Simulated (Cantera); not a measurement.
Ignition delay

Mixture: CO : H2 : O2 : N2 = 1 : 1 : 1.45 : 5.45 (molar parts), equivalence ratio 0.69, at 4.70 bar, adiabatic and at constant pressure. Ignition delay is the time to a rise of 400 K.

Cantera simulation using GRI-Mech 3.0 (53 species, 325 reactions); the numbers are that mechanism's predictions, not measurements. The hydrogen kinetics of GRI-Mech 3.0 are dated; newer H2 mechanisms differ, most at raised pressure. Below about 950 K walls govern HO2 and H2O2 in real vessels.

```tsv
T0 (K)	delay (ms)
925	48.5
975	10.8
1025	2.35
1075	0.405
1125	0.0694
1175	0.0260
1225	0.0153
```
